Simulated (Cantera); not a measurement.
Cantera run, input and output.

```python
import numpy as np
import cantera as ct

gas = ct.Solution("gri30.yaml")
gas.TPX = 1425, 35, {'C2H6': 1, 'N2': 71}
reactor = ct.IdealGasConstPressureReactor(gas, energy="off", clone=False)
net = ct.ReactorNet([reactor])
net.rtol, net.atol = 1e-08, 1e-18
show = ['C2H6', 'C2H4', 'HCN', 'C2H2', 'CH3', 'H', 'H2']
times = np.geomspace(2e-05, 2, 15)

steps = ct.SolutionArray(gas, extra=["t"])
rows = []
print(f"{'t/s':>10s}{'T/K':>9s}{'P/Pa':>11s}" + "".join(f"{s:>11s}" for s in show))
for t in times:
    while net.time < t:
        t_next = net.step()
        steps.append(gas.state, t=t_next)
    rows.append([np.interp(t, steps.t, y) for y in (steps.T, steps.P, *steps(*show).X.T)])
    print(f"{t:10.3e}{rows[-1][0]:9.1f}{rows[-1][1]:11.4g}" + "".join(f"{x:11.3e}" for x in rows[-1][2:]))
rate = np.gradient(steps.T, steps.t)
print("integrator steps:", len(steps.t))
if steps.T.max() > steps.T[0] + 200:
    print(f"time of steepest temperature rise: {steps.t[rate.argmax()]:.4e} s")
gas.TPX = 1425, 35, {'C2H6': 1, 'N2': 71}
gas.equilibrate("TP")
print(f"equilibrium (TP): T = {gas.T:.1f} K  " + "  ".join(f"{s} {gas[s].X[0]:.3e}" for s in show))
```

Output:

```
       t/s      T/K       P/Pa       C2H6       C2H4        HCN       C2H2        CH3          H         H2
 2.000e-05   1425.0         35  1.389e-02  1.874e-13  3.449e-23  1.589e-20  4.813e-07  6.486e-11  2.146e-13
 4.552e-05   1425.0         35  1.389e-02  1.060e-12  3.884e-22  1.936e-19  1.095e-06  1.477e-10  1.094e-12
 1.036e-04   1425.0         35  1.389e-02  6.711e-12  4.542e-21  2.666e-18  2.493e-06  3.373e-10  5.660e-12
 2.358e-04   1425.0         35  1.389e-02  4.935e-11  5.369e-20  4.236e-17  5.672e-06  7.870e-10  2.970e-11
 5.365e-04   1425.0         35  1.388e-02  4.226e-10  6.322e-19  7.839e-16  1.290e-05  2.028e-09  1.641e-10
 1.221e-03   1425.0         35  1.387e-02  4.054e-09  7.436e-18  1.655e-14  2.934e-05  7.245e-09  1.116e-09
 2.779e-03   1425.0         35  1.385e-02  4.117e-08  9.210e-17  3.851e-13  6.661e-05  4.227e-08  1.198e-08
 6.325e-03   1425.0         35  1.381e-02  4.266e-07  3.067e-15  9.980e-12  1.507e-04  3.091e-07  1.854e-07
 1.439e-02   1425.0         35  1.371e-02  4.626e-06  8.985e-13  3.595e-10  3.382e-04  2.191e-06  3.017e-06
 3.276e-02   1425.0         35  1.343e-02  5.475e-05  3.262e-10  2.807e-08  7.404e-04  1.421e-05  4.569e-05
 7.455e-02   1425.0         35  1.239e-02  5.613e-04  3.311e-08  3.129e-06  1.555e-03  5.968e-05  5.169e-04
 1.697e-01   1425.0         35  8.827e-03  3.008e-03  3.160e-07  1.147e-04  2.907e-03  1.400e-04  2.952e-03
 3.861e-01   1425.0         35  2.195e-03  7.148e-03  1.344e-06  1.674e-03  3.006e-03  2.935e-04  9.338e-03
 8.788e-01   1425.0         35  4.458e-05  4.932e-03  3.117e-06  6.620e-03  9.025e-04  2.553e-04  1.653e-02
 2.000e+00   1425.0         35  1.803e-06  2.214e-03  3.734e-06  9.736e-03  3.314e-04  1.229e-04  2.018e-02
integrator steps: 671
equilibrium (TP): T = 1425.0 K  C2H6 2.125e-15  C2H4 1.427e-08  HCN 2.216e-02  C2H2 2.432e-03  CH3 6.815e-09  H 6.032e-05  H2 2.700e-02
```

Computed with Cantera and GRI-Mech 3.0 (53 species, 325 reactions). GRI-Mech 3.0 stops at C3 and has no aromatics, soot or wall deposition, so with more carbon than oxygen in the feed, carbon stays in small species such as C2H2 where larger ones or solid carbon would form. Radical loss at walls, strong at low pressure, is not modelled.
